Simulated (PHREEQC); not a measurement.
A column of 0.2 m (30 cells, dispersivity 0.007 m, 720 s a shift, diffusion coefficient 3e-10 m²/s) holds 0.022 eq of the database's cation exchanger X per kg of pore water, first in equilibrium with 0.028 mol ZnSO4 and 1e-05 mol HCl per kg of water. It is flushed with 0.0077 mol CaCl2, 0.023 mol ZnSO4, 0.00058 mol LiCl and 1e-05 mol HCl per kg of water, at 25 °C. Values are for the last cell. CO2 from the air is kept out. Precipitation was switched off in this run.

Base run: PHREEQC, ion-association model, phreeqc.dat. Each further column changes one thing. The table gives Ca in solution (mol/kgw).

```csv
pore volumes,base,exchange capacity from 0.022 to 0.011 eq/kgw,dispersivity from 0.007 to 0.014 m
0,0,0,0
0.2167,0,0,1.86e-11
0.5167,7.96e-7,6.75e-6,3.01e-5
0.8167,0.000240,0.000738,0.000745
1.017,0.00118,0.00246,0.00191
1.217,0.00280,0.00448,0.00330
1.517,0.00522,0.00653,0.00512
1.817,0.00669,0.00736,0.00632
2.017,0.00718,0.00756,0.00682
2.217,0.00745,0.00764,0.00715
2.517,0.00762,0.00769,0.00743
2.817,0.00768,0.00770,0.00757
3.017,0.00769,0.00770,0.00762
```
